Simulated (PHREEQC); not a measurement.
Dissolve 1.3 mmol/kgw ZnSO4 and 35 mmol/kgw FeSO4 at 53 °C. Closed to the air; pH follows from the charge balance.

Computed with PHREEQC (ion-association model, phreeqc.dat).

No solid was allowed to form.

Task: Order these Zn species by the share of Zn that they hold, largest first: Zn+2, ZnSO4, Zn(SO4)2-2.

Result: Zn+2 (52 %), ZnSO4 (42 %), Zn(SO4)2-2 (5.7 %)

The pH is 5.57 and the ionic strength 0.0779 mol/kgw. Species that the database lacks are ignored. Constants without temperature data keep their 25 °C values here.
